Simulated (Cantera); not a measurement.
Feed: 1 mol Si, 3.8 mol HCl, 1.8 mol H2, equilibrated at 1025 °C and 1.00 bar.

Equilibrium computed with Cantera from the NASA thermochemical tables; the gas is ideal and each condensed phase is pure. Candidate condensed phases: Si; 19 gas species. The tables' values for SiCl3 are old estimates; treat these amounts as uncertain. Rates play no part.

Base state: H2 0.715, SiCl4 0.117, HCl 0.0745, SiHCl3 0.0508, SiCl2 0.0199, SiCl3 0.0197, SiH2Cl2 0.00310, SiH3Cl 5.32e-5 (mole fractions); condensed: gas only.

Problem. What changes in the equilibrium state with this change: temperature from 1025 °C to 600 °C?

Solution. 
| species | before | after |
|---|---|---|
| H2 | 0.715 | 0.777 |
| SiCl4 | 0.117 | 0.169 |
| SiHCl3 | 0.0508 | 0.0469 |
| HCl | 0.0745 | 0.00600 |
| SiCl2 | 0.0199 | 7.05e-6 |
| SiCl3 | 0.0197 | 0.000143 |
| SiH3Cl | 5.32e-5 | 7.23e-6 |
| SiH2Cl2 | 0.00310 | 0.00119 |
